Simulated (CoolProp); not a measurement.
A Linde-Hampson liquefier for ethylene: isothermal reversible compression at 320 K from 1 atm to 40 MPa, throttling to 1 atm, return gas leaving the recuperator 2 K below the feed. Each further row changes one setting.

Computed with CoolProp (reference Helmholtz-energy equation of state, Smukala 2000).

```
case                        liquid yield per pass  compression work (kJ/kg of gas)
--------------------------  ---------------------  -------------------------------
as stated                                       ?                              468
high pressure 80 MPa                            ?                                ?
warm-end temperature 350 K                      ?                                ?
warm-end gap 7 K                                ?                              468
```

Problem. Some entries are withheld; supply them.

Solution. 
- as stated, liquid yield per pass: 0.425
- high pressure 80 MPa, liquid yield per pass: 0.382
- high pressure 80 MPa, compression work (kJ/kg of gas): 554
- warm-end temperature 350 K, liquid yield per pass: 0.359
- warm-end temperature 350 K, compression work (kJ/kg of gas): 539
- warm-end gap 7 K, liquid yield per pass: 0.418
